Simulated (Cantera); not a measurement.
Mixture: CH4 : H2 : O2 : N2 = 1 : 0.052 : 2.23 : 8.37 (molar parts), equivalence ratio 0.91, at 0.550 bar, adiabatic and at constant pressure. Ignition delay is the time to a rise of 400 K.

Model: GRI-Mech 3.0 (53 species, 325 reactions), integrated in Cantera.

**Question.** What does this change do: pressure from 0.550 bar to 1.00 bar?

**Answer.** 
```
quantity                                                before       after
--------------------------------------------------  ----------  ----------
delay at 1198 K                                        40.9 ms     25.3 ms
delay at 1398 K                                        3.72 ms     2.41 ms
delay at 1598 K                                       0.629 ms    0.384 ms
delay at 1798 K                                       0.174 ms    0.101 ms
apparent activation energy between 1698 and 1898 K  150 kJ/mol  160 kJ/mol
```

**Question.** What does this change do: pressure from 0.550 bar to 5.00 bar?

**Answer.** 
```json
[
 {"quantity": "delay at 1198 K", "before": "40.9 ms", "after": "5.22 ms"},
 {"quantity": "delay at 1398 K", "before": "3.72 ms", "after": "0.667 ms"},
 {"quantity": "delay at 1598 K", "before": "0.629 ms", "after": "0.108 ms"},
 {"quantity": "delay at 1798 K", "before": "0.174 ms", "after": "25.2 µs"},
 {"quantity": "apparent activation energy between 1698 and 1898 K", "before": "150 kJ/mol", "after": "170 kJ/mol"}
]
```
